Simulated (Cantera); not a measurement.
A perfectly stirred reactor is fed with 14.1 % H₂, 10.1 % O₂, 75.8 % N₂, at 82.5 Torr; it is held at 1375 K, and followed from long to short residence time.

Cantera simulation using the H2/O2 subset of GRI-Mech 3.0, which has no nitrogen chemistry; the numbers are that mechanism's predictions, not measurements. The temperature is held fixed by assumption; the heat of reaction is taken as removed at once.

**Question.** Predict: x(H₂) at τ = 9.20 s; x(O₂) at τ = 9.20 s; x(H₂O) at τ = 9.20 s; x(H) at τ = 9.20 s; x(OH) at τ = 9.20 s; x(H₂) at τ = 60.0 ms; x(O₂) at τ = 60.0 ms; x(H₂O) at τ = 60.0 ms; x(H) at τ = 60.0 ms; x(OH) at τ = 60.0 ms.

**Answer.** 
```
Item                     Result
---------------------  --------
x(H₂) at τ = 9.20 s    0.000163
x(O₂) at τ = 9.20 s      0.0325
x(H₂O) at τ = 9.20 s      0.152
x(H) at τ = 9.20 s      2.44e-5
x(OH) at τ = 9.20 s    0.000439
x(H₂) at τ = 60.0 ms    0.00409
x(O₂) at τ = 60.0 ms     0.0338
x(H₂O) at τ = 60.0 ms     0.144
x(H) at τ = 60.0 ms     0.00331
x(OH) at τ = 60.0 ms    0.00227
```
